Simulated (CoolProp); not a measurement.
Model: reference Helmholtz-energy equation of state, Colonna 2008, in CoolProp. It is a short technical equation, of lower accuracy than the large ones.

For dodecamethylcyclohexasiloxane (D6), give the phase and the density (kg/m³), cp (kJ/(kg K)), speed of sound (m/s), expansivity (1/kK) at 390.2 K and 0.53 MPa; 321 K and 0.556 MPa.


- 390.2 K and 0.53 MPa: liquid; density 868, cp 1.75, speed of sound 526, expansivity 1.30
- 321 K and 0.556 MPa: liquid; density 945, cp 1.62, speed of sound 633, expansivity 1.16
